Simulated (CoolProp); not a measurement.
The fluid at 293.15 K and 0.0706 MPa is throttled through a valve to 0.016 MPa with no heat exchange. The same conditions are run with several fluids, on thermodynamics alone (safety and materials aside).

The numbers come from the reference Helmholtz-energy equation of state of each fluid (sulfur dioxide: Gao 2016; R245fa: Akasaka 2015; R21: Platzer 1990; CF4 (R14): Platzer 1990; R143a: Lemmon and Jacobsen 2000) in CoolProp. The equations of Platzer and Polt are older, rougher fits.

Rank sulfur dioxide, R245fa, R21, CF4 (R14), R143a by temperature change (K), highest first.

CF4 (R14) (-0.3), R143a (-1.1), R245fa (-1.7), sulfur dioxide (-2.3), R21 (-2.5)

| fluid | final density (kg/m³) |
|---|---|
| sulfur dioxide | 0.425 |
| R245fa | 0.891 |
| R21 | 0.685 |
| CF4 (R14) | 0.579 |
| R143a | 0.555 |
